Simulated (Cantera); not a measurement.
A freely propagating, adiabatic, planar premixed flame of CH₄ : O₂ : N₂ = 1 : 2.41 : 9.06 (molar parts), unburnt at 650 K and 0.530 bar; unity-Lewis-number transport, grid criteria slope 0.08 and curve 0.16, no radiation.

Model: GRI-Mech 3.0 (53 species, 325 reactions), integrated in Cantera. Unity Lewis numbers drop preferential diffusion, which matters most where H2 and H carry the flame. Burning velocities carry a grid error of a few per cent, more on coarse grids.

Q: Predict: laminar burning velocity; thermal thickness; peak x(CH₃); peak x(OH); peak x(C₂H₆); peak x(C₂H).

A: laminar burning velocity: 120 cm/s
thermal thickness: 0.634 mm
peak x(CH₃): 0.00190
peak x(OH): 0.0109
peak x(C₂H₆): 0.000587
peak x(C₂H): 7.25e-8
